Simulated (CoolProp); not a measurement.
Saturation properties of R124.

Values from CoolProp's reference Helmholtz-energy equation of state, de Vries 1995.

```tsv
T (K)	p (MPa)	vapour density (kg/m³)	liquid cp (kJ/(kg K))	surface tension (mN/m)	vapour viscosity (µPa s)	liquid conductivity (mW/(m K))
259.3	0.09356	6.175	1.059	(withheld)	11.2	82.9
272.4	0.1585	10.15	1.082	12.8	11.8	78.4
285.5	(withheld)	15.89	1.107	11.2	12.4	74.0
298.6	0.3880	23.95	(withheld)	9.60	13.0	69.7
311.7	0.5700	35.01	1.170	(withheld)	13.6	(withheld)
324.8	(withheld)	50.00	1.213	6.58	(withheld)	(withheld)
338	1.120	70.47	1.269	5.14	15.1	57.9
351.1	1.508	98.34	1.351	3.77	16.1	54.4
```

Task: What belongs in the gaps?

Result: 
- 259.3, surface tension (mN/m): 14.4
- 285.5, p (MPa): 0.2538
- 298.6, liquid cp (kJ/(kg K)): 1.136
- 311.7, surface tension (mN/m): 8.07
- 311.7, liquid conductivity (mW/(m K)): 65.5
- 324.8, p (MPa): 0.8095
- 324.8, vapour viscosity (µPa s): 14.3
- 324.8, liquid conductivity (mW/(m K)): 61.6

It boils at 261.2 K under 1 atm.

Viscosity comes from a separate model (Bell 2016), an estimate that may be off by 10 % or more. Thermal conductivity comes from a separate model (Huber 2003), an estimate that may be off by 10 % or more. Surface tension comes from a separate correlation (Mulero 2012).
